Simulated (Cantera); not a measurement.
A perfectly stirred reactor is fed with NO : N2 = 1 : 2.9 (molar parts), at 0.810 bar; it is held at 1800 K, and followed from long to short residence time.

Cantera simulation using GRI-Mech 3.0 (53 species, 325 reactions); the numbers are that mechanism's predictions, not measurements.

### Question
What does this change do: N2 2.9 to 0.53 parts?

### Answer
| quantity | before | after |
|---|---|---|
| x(NO) at τ = 3.20 s | 0.197 | 0.407 |
| x(N2O) at τ = 3.20 s | 1.61e-5 | 6.60e-5 |
| x(O2) at τ = 3.20 s | 0.0293 | 0.123 |
| x(N2) at τ = 3.20 s | 0.773 | 0.469 |
| x(NO2) at τ = 3.20 s | 0.000171 | 0.000708 |
| x(NO) at τ = 55.0 ms | 0.255 | 0.644 |
| x(N2O) at τ = 55.0 ms | 2.62e-5 | 0.000166 |
| x(O2) at τ = 55.0 ms | 0.000663 | 0.00422 |
| x(N2) at τ = 55.0 ms | 0.744 | 0.351 |
| x(NO2) at τ = 55.0 ms | 7.18e-5 | 0.000324 |

### Question
What does this change do: pressure from 0.810 bar to 0.133 bar?

### Answer
```json
[
 {"quantity": "x(NO) at τ = 3.20 s", "before": "0.197", "after": "0.241"},
 {"quantity": "x(N2O) at τ = 3.20 s", "before": "1.61e-5", "after": "2.28e-5"},
 {"quantity": "x(O2) at τ = 3.20 s", "before": "0.0293", "after": "0.00749"},
 {"quantity": "x(N2) at τ = 3.20 s", "before": "0.773", "after": "0.751"},
 {"quantity": "x(NO2) at τ = 3.20 s", "before": "0.000171", "after": "4.66e-5"},
 {"quantity": "x(NO) at τ = 55.0 ms", "before": "0.255", "after": "0.256"},
 {"quantity": "x(N2O) at τ = 55.0 ms", "before": "2.62e-5", "after": "2.13e-5"},
 {"quantity": "x(O2) at τ = 55.0 ms", "before": "0.000663", "after": "9.71e-5"},
 {"quantity": "x(N2) at τ = 55.0 ms", "before": "0.744", "after": "0.744"},
 {"quantity": "x(NO2) at τ = 55.0 ms", "before": "7.18e-5", "after": "2.23e-5"}
]
```
